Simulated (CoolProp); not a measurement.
A simple Rankine cycle with n-heptane: condensing at 332.15 K, boiler at 0.139 MPa, turbine inlet 397.7 K, turbine efficiency 0.9, pump efficiency 0.8, no recuperator. Each further row changes one setting.

Values from CoolProp's reference Helmholtz-energy equation of state, Span 2003. It is a short technical equation, of lower accuracy than the large ones.

```json
[
 {"case": "as stated", "thermal efficiency (%)": "9.7", "net work (kJ/kg)": "45.3", "heat in (kJ/kg)": "466", "turbine exit temperature (K)": "372.7", "volume ratio over the turbine": "5.05"},
 {"case": "turbine inlet 417.7 K", "thermal efficiency (%)": "9.4", "net work (kJ/kg)": "48.0", "heat in (kJ/kg)": "510", "turbine exit temperature (K)": "392.8", "volume ratio over the turbine": "___"},
 {"case": "condensing temperature 324.15 K", "thermal efficiency (%)": "___", "net work (kJ/kg)": "53.9", "heat in (kJ/kg)": "485", "turbine exit temperature (K)": "___", "volume ratio over the turbine": "6.87"},
 {"case": "boiler pressure 0.0973 MPa", "thermal efficiency (%)": "___", "net work (kJ/kg)": "___", "heat in (kJ/kg)": "469", "turbine exit temperature (K)": "378.4", "volume ratio over the turbine": "3.52"},
 {"case": "turbine efficiency 0.8", "thermal efficiency (%)": "___", "net work (kJ/kg)": "___", "heat in (kJ/kg)": "466", "turbine exit temperature (K)": "375.2", "volume ratio over the turbine": "5.08"}
]
```

**Question.** Complete the blanks.

**Answer.** 
- turbine inlet 417.7 K, volume ratio over the turbine: 5.03
- condensing temperature 324.15 K, thermal efficiency (%): 11.1
- condensing temperature 324.15 K, turbine exit temperature (K): 368.2
- boiler pressure 0.0973 MPa, thermal efficiency (%): 7.7
- boiler pressure 0.0973 MPa, net work (kJ/kg): 36.0
- turbine efficiency 0.8, thermal efficiency (%): 8.6
- turbine efficiency 0.8, net work (kJ/kg): 40.3
